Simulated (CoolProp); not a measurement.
Oxygen along the isobar 75.2 bar: Z from the reference equation and from simpler models built on Tc = 154.6 K, pc = 50.46 bar, ω = 0.022; each cubic takes its own stable root.

Values from CoolProp's reference Helmholtz-energy equation of state, Schmidt 1985. Above 300 K oxygen's equation is extrapolated.

```json
[
 {"T (K)": "116.4", "phase": "liquid", "reference": "0.2425", "van der Waals": "0.3436", "Redlich-Kwong": "0.2441", "Soave-Redlich-Kwong": "0.2454", "Peng-Robinson": "0.2175"},
 {"T (K)": "133.5", "phase": "liquid", "reference": "0.2356", "van der Waals": "0.3303", "Redlich-Kwong": "0.2442", "Soave-Redlich-Kwong": "0.2445", "Peng-Robinson": "…"},
 {"T (K)": "150.5", "phase": "liquid", "reference": "0.2484", "van der Waals": "…", "Redlich-Kwong": "0.2709", "Soave-Redlich-Kwong": "0.2708", "Peng-Robinson": "0.2428"},
 {"T (K)": "167.6", "phase": "supercritical", "reference": "…", "van der Waals": "0.4183", "Redlich-Kwong": "0.4400", "Soave-Redlich-Kwong": "0.4447", "Peng-Robinson": "0.4155"},
 {"T (K)": "184.7", "phase": "supercritical", "reference": "0.6638", "van der Waals": "0.6296", "Redlich-Kwong": "0.6663", "Soave-Redlich-Kwong": "0.6735", "Peng-Robinson": "0.6394"},
 {"T (K)": "201.8", "phase": "supercritical", "reference": "…", "van der Waals": "0.7404", "Redlich-Kwong": "…", "Soave-Redlich-Kwong": "0.7800", "Peng-Robinson": "0.7469"},
 {"T (K)": "218.9", "phase": "supercritical", "reference": "0.8366", "van der Waals": "0.8060", "Redlich-Kwong": "…", "Soave-Redlich-Kwong": "0.8446", "Peng-Robinson": "0.8135"},
 {"T (K)": "235.9", "phase": "supercritical", "reference": "0.8798", "van der Waals": "0.8501", "Redlich-Kwong": "0.8764", "Soave-Redlich-Kwong": "0.8880", "Peng-Robinson": "0.8590"},
 {"T (K)": "253", "phase": "supercritical", "reference": "0.9108", "van der Waals": "0.8820", "Redlich-Kwong": "0.9066", "Soave-Redlich-Kwong": "0.9192", "Peng-Robinson": "0.8921"},
 {"T (K)": "270.1", "phase": "supercritical", "reference": "0.9337", "van der Waals": "0.9060", "Redlich-Kwong": "0.9290", "Soave-Redlich-Kwong": "0.9421", "Peng-Robinson": "0.9169"},
 {"T (K)": "287.2", "phase": "supercritical", "reference": "0.9511", "van der Waals": "0.9246", "Redlich-Kwong": "0.9459", "Soave-Redlich-Kwong": "…", "Peng-Robinson": "0.9359"},
 {"T (K)": "304.2", "phase": "supercritical", "reference": "0.9645", "van der Waals": "0.9392", "Redlich-Kwong": "…", "Soave-Redlich-Kwong": "0.9728", "Peng-Robinson": "0.9507"},
 {"T (K)": "321.3", "phase": "supercritical", "reference": "0.9751", "van der Waals": "0.9510", "Redlich-Kwong": "0.9693", "Soave-Redlich-Kwong": "0.9832", "Peng-Robinson": "0.9626"},
 {"T (K)": "338.4", "phase": "supercritical", "reference": "0.9836", "van der Waals": "0.9606", "Redlich-Kwong": "0.9775", "Soave-Redlich-Kwong": "0.9915", "Peng-Robinson": "0.9721"},
 {"T (K)": "355.5", "phase": "supercritical", "reference": "0.9904", "van der Waals": "0.9685", "Redlich-Kwong": "0.9841", "Soave-Redlich-Kwong": "0.9980", "Peng-Robinson": "0.9799"}
]
```

Problem. Some entries are withheld; supply them.

Solution. 
- 133.5, Peng-Robinson: 0.2172
- 150.5, van der Waals: 0.3390
- 167.6, reference: 0.4149
- 201.8, reference: 0.7719
- 201.8, Redlich-Kwong: 0.7710
- 218.9, Redlich-Kwong: 0.8342
- 287.2, Soave-Redlich-Kwong: 0.9595
- 304.2, Redlich-Kwong: 0.9590
